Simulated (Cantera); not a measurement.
Mixture: CH₄ : O₂ : N₂ = 1 : 4.55 : 17.1 (molar parts), equivalence ratio 0.44, at 31.0 bar, adiabatic and at constant volume. Ignition delay is the time to a rise of 400 K.

Model: GRI-Mech 3.0 (53 species, 325 reactions), integrated in Cantera. The pressure lies above the range GRI-Mech 3.0 was tuned for (to about 10 atm).

Task: Predict: delay at 1200 K; delay at 1400 K; delay at 1600 K; delay at 1800 K; apparent activation energy between 1700 and 1900 K.

Result: 
- delay at 1200 K = 1.09 ms
- delay at 1400 K = 0.124 ms
- delay at 1600 K = 22.8 µs
- delay at 1800 K = 5.71 µs
- apparent activation energy between 1700 and 1900 K = 170 kJ/mol
